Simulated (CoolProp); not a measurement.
Vapour-liquid equilibrium of dimethyl ether (1) + R227EA (2) at 0.00834 MPa; x and y are mole fractions of (1).

Values from CoolProp's multi-fluid Helmholtz-energy mixture model, Wu 2011 and Lemmon 2016; pair parameters Bell 2016.

Question: Give the bubble temperature and the first vapour's composition at x = 0.35, 0.425, 0.8. Is there an azeotrope?

Answer: x = 0.35: -58.5 °C, y = 0.400; x = 0.425: -59.3 °C, y = 0.554; x = 0.8: -67.2 °C, y = 0.953. y crosses x between x = 0.275 and 0.35: the model has an azeotrope there.

The pair parameters rest on a limited set of measurements; away from them the model extrapolates.
